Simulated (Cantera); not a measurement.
Charge: 1 mol C2H4, 0.0097 mol O2, 0.87 mol H2, held at 7600000 Pa.

Equilibrium computed with Cantera from the NASA thermochemical tables; the gas is ideal and each condensed phase is pure. Candidate condensed phases: C, C6H6, C7H8, C8H18, H2O; 110 gas species. The ideal-gas law is rough above about 30 bar. Kinetics and transport are ignored.

x: gas mole fraction; n: condensed amount in mol.

```csv
T (°C),x H2,x CH4,x C2H2 (acetylene),x H,n C(graphite)
852,0.481,0.508,1.11e-8,3.54e-9,1.02
1052,0.724,0.267,6.16e-7,1.60e-7,1.38
1252,0.863,0.129,1.04e-5,2.52e-6,1.65
1452,0.927,…,…,…,1.80
1652,0.956,0.0363,0.000438,0.000107,1.88
1852,0.968,0.0222,0.00162,0.000410,1.91
2052,0.972,0.0146,0.00475,0.00124,1.91
2252,0.967,…,…,…,1.88
2452,0.952,0.00744,0.0245,0.00698,1.81
2652,0.924,0.00550,0.0460,0.0138,1.68
```

### Question
Complete the blanks.

### Answer

- 2252, x CH4: 0.0102
- 2252, x C2H2 (acetylene): 0.0116
- 2252, x H: 0.00316
- 1452, x CH4: 0.0653
- 1452, x C2H2 (acetylene): 8.54e-5
- 1452, x H: 2.05e-5
